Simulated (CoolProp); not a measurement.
Values from CoolProp's reference Helmholtz-energy equation of state, de Reuck 1990.

Task: For fluorine, give the phase and the density (kg/m³), cp (kJ/(kg K)), speed of sound (m/s), expansivity (1/kK) at 78.3 K and 5450 kPa; 78.3 K and 20000 kPa.

Result: 
- 78.3 K and 5450 kPa: liquid; density 1560, cp 1.48, speed of sound 909, expansivity 4.10
- 78.3 K and 20000 kPa: liquid; density 1590, cp 1.44, speed of sound 958, expansivity 3.61
